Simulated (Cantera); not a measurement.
**Premixed flame**

A freely propagating, adiabatic, planar premixed flame of CH₄ : O₂ : N₂ : H₂ = 1 : 2 : 7.52 : 0.29 (molar parts), unburnt at 550 K and 0.690 bar; mixture-averaged transport, grid criteria slope 0.08 and curve 0.16, no radiation.

Detailed kinetics in Cantera: GRI-Mech 3.0 (53 species, 325 reactions). Burning velocities carry a grid error of a few per cent, more on coarse grids.

```tsv
z (mm)	T (K)	u (m/s)	x CH₄	x O₂	x NO	x CO₂	x N₂O	x C₂H₆
-1.29	550	1.44	0.0925	0.185	<1e-8	2.39e-8	<1e-8	<1e-8
-0.860	551	1.44	0.0924	0.185	<1e-8	4.87e-7	<1e-8	1.54e-7
-0.645	556	1.46	0.0920	0.184	<1e-8	5.51e-6	<1e-8	1.92e-6
-0.430	597	1.57	0.0895	0.182	9.04e-8	9.69e-5	<1e-8	3.63e-5
-0.215	962	2.56	0.0677	0.155	1.51e-6	0.00241	<1e-8	0.000736
-0.107	1380	3.72	0.0384	0.114	4.16e-6	0.00770	1.13e-8	0.000897
0	1772	4.82	0.00999	0.0648	9.45e-6	0.0174	2.67e-8	0.000100
0.107	1939	5.29	0.000948	0.0342	1.67e-5	0.0288	4.35e-8	7.94e-7
0.215	1981	5.39	4.74e-5	0.0226	2.19e-5	0.0384	5.37e-8	<1e-8
0.430	2019	5.47	1.14e-7	0.0168	2.69e-5	0.0488	5.67e-8	<1e-8
0.860	2067	5.57	<1e-8	0.0144	3.23e-5	0.0544	5.60e-8	<1e-8
1.72	2130	5.72	<1e-8	0.0124	4.15e-5	0.0568	5.78e-8	<1e-8
3.44	2202	5.88	<1e-8	0.00991	5.85e-5	0.0593	6.19e-8	<1e-8
```
x: mole fraction of selected species; z is measured from the peak of heat release.

```yaml
laminar_burning_velocity: 144 cm/s
thermal_thickness: 0.430 mm
peak x(C₂H₆): 0.00103
grid_points: 158
```
